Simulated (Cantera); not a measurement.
# Adiabatic ignition

An adiabatic, constant-volume homogeneous reactor starts with CO : H2 : CH4 : O2 : N2 : H2O = 1 : 1 : 0.11 : 1.79 : 12.9 : 1.6 (molar parts), at 1200 K and 101000 Pa.

Computed with Cantera and GRI-Mech 3.0 (53 species, 325 reactions).

```csv
t (s),T (K),P (bar),x CO,x H2,x CH4,x CH2,x H2O
4.00e-6,1200,1.01,0.0543,0.0543,0.00598,<1e-12,0.0870
1.19e-5,1200,1.01,0.0543,0.0543,0.00598,<1e-12,0.0870
3.56e-5,1200,1.01,0.0543,0.0543,0.00598,<1e-12,0.0870
0.000106,1204,1.02,0.0543,0.0536,0.00581,1.02e-7,0.0877
0.000317,2172,1.75,0.00775,0.00369,<1e-12,<1e-12,0.152
0.000948,2271,1.82,0.00261,0.00122,<1e-12,<1e-12,0.158
0.00283,2273,1.82,0.00246,0.00115,<1e-12,<1e-12,0.158
0.00844,2273,1.82,0.00246,0.00115,<1e-12,<1e-12,0.158
0.0252,2271,1.82,0.00244,0.00115,<1e-12,<1e-12,0.158
0.0752,2267,1.82,0.00242,0.00114,<1e-12,<1e-12,0.158
0.224,2262,1.81,0.00239,0.00113,<1e-12,<1e-12,0.158
0.670,2262,1.81,0.00238,0.00112,<1e-12,<1e-12,0.158
2.00,2262,1.81,0.00238,0.00112,<1e-12,<1e-12,0.158
```
x: mole fraction; the columns are a selection and need not sum to one.

The time of steepest temperature rise comes out as 0.146 ms and the temperature at 2.00 s is 2262 K. The equilibrium temperature is 2262 K and the x(CO) at 2.00 s is 0.00238 (gas-phase equilibrium 0.00238). The x(H2) at 2.00 s is 0.00112 (gas-phase equilibrium 0.00112) and the x(CH4) at 2.00 s is <1e-12 (gas-phase equilibrium <1e-12).
